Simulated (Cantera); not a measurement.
Input: 1 mol (CH3)2SiCl2, 2000 mol H2, equilibrated at 2500 K and 0.150 bar.

Cantera equilibrium calculation (NASA polynomials, part measured and part estimated; ideal gas, pure solids and liquids). Candidate condensed phases: C, C6H6, C7H8, C8H18, Si, SiC; 109 gas species. The feed counts by its element totals alone. Gases not in the tables: Si2H6 and higher silanes. The numbers say what is thermodynamically allowed, not how fast it happens.

Base state: H2 0.935, H 0.0628, HCl 0.000922, C2H2 (acetylene) 0.000469, Si 0.000421, Cl 4.37e-5, SiH 4.17e-5, SiH2 1.27e-5 (mole fractions); condensed: gas only.

Task: What changes in the equilibrium state with this change: (CH3)2SiCl2 replaced by SiF4?

Result: 
```json
[
 {"species": "H2", "before": "0.935", "after": "0.935"},
 {"species": "H", "before": "0.0628", "after": "0.0628"},
 {"species": "HF", "before": "0", "after": "0.00192"},
 {"species": "HCl", "before": "0.000922", "after": "0"},
 {"species": "C2H2 (acetylene)", "before": "0.000469", "after": "0"},
 {"species": "Si", "before": "0.000421", "after": "0.000419"},
 {"species": "Cl", "before": "4.37e-5", "after": "0"},
 {"species": "SiH2", "before": "1.27e-5", "after": "1.27e-5"},
 {"species": "SiH", "before": "4.17e-5", "after": "4.15e-5"}
]
```
